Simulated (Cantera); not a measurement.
An isothermal, constant-pressure homogeneous reactor starts with 0.646 % H₂, 99.4 % O₂, at 1050 K and 3000 Pa.

Computed with Cantera and the H2/O2 subset of GRI-Mech 3.0, which has no nitrogen chemistry. Radical loss at walls, strong at low pressure, is not modelled.

x: mole fraction; the columns are a selection and need not sum to one.

```csv
t (s),x H₂,x O₂,x H₂O₂,x HO₂,x H,x OH
5.00e-6,0.00646,0.994,<1e-12,2.58e-12,2.42e-12,<1e-12
3.52e-5,0.00646,0.994,<1e-12,1.82e-11,1.24e-11,5.75e-12
0.000247,0.00646,0.994,<1e-12,1.30e-10,3.49e-11,1.06e-10
0.00174,0.00646,0.994,<1e-12,1.05e-9,6.51e-10,3.78e-9
0.0122,0.000631,0.989,1.70e-7,4.67e-6,…,0.000667
0.0862,3.76e-6,0.993,2.51e-8,1.02e-6,…,0.000108
0.606,1.32e-7,0.993,1.04e-8,1.43e-7,…,2.19e-5
4.26,4.40e-9,0.994,1.16e-9,1.04e-8,7.86e-10,4.40e-6
30.0,2.93e-10,0.994,1.08e-10,1.03e-9,1.58e-11,1.20e-6
```

**Question.** Fill in the missing entries.

**Answer.** 
- 0.0122, x H: 0.000417
- 0.0862, x H: 1.23e-5
- 0.606, x H: 9.99e-8
